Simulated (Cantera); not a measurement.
Input (Python, Cantera):

```python
import numpy as np
import cantera as ct

gas = ct.Solution("gri30.yaml")


def delay(T, t_max=10):
    gas.TPX = T, 750000, {'CH4': 1, 'O2': 2.04, 'N2': 10.8, 'H2O': 1.9}
    reactor = ct.IdealGasReactor(gas, clone=False)
    net = ct.ReactorNet([reactor])
    net.rtol, net.atol = 1e-8, 1e-16
    while net.time < t_max:
        t_old, T_old = net.time, reactor.T
        net.step()
        if reactor.T > T + 400:  # ignition: a rise of 400 K
            return t_old + (T + 400 - T_old) / (reactor.T - T_old) * (net.time - t_old)
    return np.nan


taus = []
for T in [1050, 1100, 1150, 1200, 1250, 1300, 1350]:
    taus.append(delay(T))
    print(f"T0 = {T:6g} K   tau = {taus[-1]:.4e} s")
```

Result:

```
T0 =   1050 K   tau = 6.5633e-02 s
T0 =   1100 K   tau = 3.1781e-02 s
T0 =   1150 K   tau = 1.6483e-02 s
T0 =   1200 K   tau = 8.9970e-03 s
T0 =   1250 K   tau = 5.0973e-03 s
T0 =   1300 K   tau = 2.9658e-03 s
T0 =   1350 K   tau = 1.7577e-03 s
```

Computed with Cantera and GRI-Mech 3.0 (53 species, 325 reactions).
